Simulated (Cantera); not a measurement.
# Silicon nitride deposition: Si₂Cl₆ + N₂ + H₂ + NH₃

A closed system holds: 1 mol Si₂Cl₆, 2.6 mol N₂, 1.7 mol H₂, 0.28 mol NH₃, at 1123.15 K.

These are equilibrium values from Cantera (NASA tables, ideal gas, pure condensed phases), not measurements of a reactor. Candidate condensed phases: NH₄Cl, Si, Si₃N₄; 28 gas species. The feed counts by its element totals alone. The tables' values for SiCl₃ are old estimates; treat these amounts as uncertain. Rates play no part.

From 5.00 Pa to 100000 Pa the condensed part is Si₃N₄(s). The main Si-bearing gas is SiCl₄ throughout. The share of Si in condensed phases is highest at 36.0 Pa (60.2 %) and lowest at 100000 Pa (50.5 %).

```tsv
P (Pa)	x HCl	x N₂	x H₂	x SiCl₄	x SiCl₂	x SiCl₃	n Si₃N₄(s)
5	0.479	0.304	0.0920	0.0992	0.0147	0.0108	0.400
36	0.459	0.308	0.107	0.118	0.00307	0.00539	0.401
260	0.430	0.314	0.124	0.130	0.000616	0.00254	0.388
1900	0.397	0.320	0.141	0.140	0.000121	0.00117	0.372
14000	0.364	0.327	0.159	0.149	2.35e-5	0.000532	0.354
100000	0.331	0.333	0.176	0.158	4.67e-6	0.000244	0.337
```
x: gas mole fraction; n: condensed amount in mol.
